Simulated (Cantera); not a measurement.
What does this Cantera script print?

```python
import numpy as np
import cantera as ct

gas_names = """
    AL ALH ALI ALI3 AL2 AL2I6 H HI H2 I I2
""".split()
cond_names = """
    AL(cr) AL(L) ALI3(s) ALI3(L) I2(cr) I2(L)
""".split()


# ... load() reads the species with a 1 bar reference pressure and builds the phases ...
atoms = {
    'Al': {'AL': 1},
    'I2': {'I': 2},
    'H2': {'H': 2},
}
top_T = {}  # K; cautious upper limits of use, not melting points


# ... equilibrate(T, P, feed) seeds the gas with the atoms and calls Mixture.equilibrate('TP', solver="vcs", rtol=1e-11, max_steps=5000) ...
results = []
feed = {'Al': 1, 'I2': 0.44, 'H2': 0.4}  # mol
P = 15  # Pa
for T in [473, 573, 673, 773, 873, 973, 1073, 1173, 1273, 1373, 1473, 1573]:
    mix = equilibrate(T, P, feed)
    results.append((T, P, feed, dict(zip(mix.species_names, mix.species_moles))))

top = {s: max(r[3][s] / sum(r[3][g] for g in gas_names) for r in results) for s in gas_names}
cols = sorted((s for s in top if top[s] > 0.001), key=lambda s: -top[s])[:8]
seen = [c for c in cond_names if any(r[3].get(c, 0) > 1e-12 for r in results)]
print("log10 of partial pressures in bar; condensed amounts in mol")
print(f"{'T/K':>10s}" + "".join(f"{s[:9]:>10s}" for s in cols + seen))
for T, P, feed, n in results:
    ng = sum(n[g] for g in gas_names)
    print(f"{T:10.4g}" + "".join(f"{np.log10(max(n[s] / ng * P / 1e5, 1e-99)):10.3f}" for s in cols)
          + "".join(f"{n.get(c, 0):10.4g}" for c in seen))
```

Output:

```
log10 of partial pressures in bar; condensed amounts in mol
       T/K       ALI        H2      ALI3        AL     AL2I6         I         H    AL(cr)     AL(L)
       473   -10.634    -4.036    -4.318   -29.310    -5.012   -16.899   -23.482    0.7067         0
       573    -8.073    -4.062    -4.200   -22.977    -6.686   -13.548   -19.268    0.7066         0
       673    -6.312    -4.064    -4.200   -18.534    -8.004   -11.216   -16.289    0.7052         0
       773    -5.029    -4.081    -4.239   -15.249    -9.042    -9.498   -14.083    0.6766         0
       873    -4.175    -4.216    -4.651   -12.724   -10.594    -8.298   -12.438    0.4137         0
       973    -3.990    -4.327    -6.388   -10.750   -14.635    -7.803   -11.129         0    0.1272
      1073    -3.987    -4.329    -8.162    -9.183   -18.635    -7.508   -10.018         0    0.1205
      1173    -3.987    -4.329    -9.626    -7.888   -21.933    -7.259    -9.093         0    0.1204
      1273    -3.988    -4.330   -10.851    -6.800   -24.687    -7.045    -8.312         0    0.1194
      1373    -3.991    -4.333   -11.897    -5.873   -27.035    -6.860    -7.644         0    0.1095
      1473    -4.013    -4.355   -12.848    -5.076   -29.154    -6.716    -7.075         0   0.04511
      1573    -4.032    -4.372   -12.697    -4.869   -29.037    -6.099    -6.577         0         0
```

Equilibrium computed with Cantera from the NASA thermochemical tables; the gas is ideal and each condensed phase is pure.
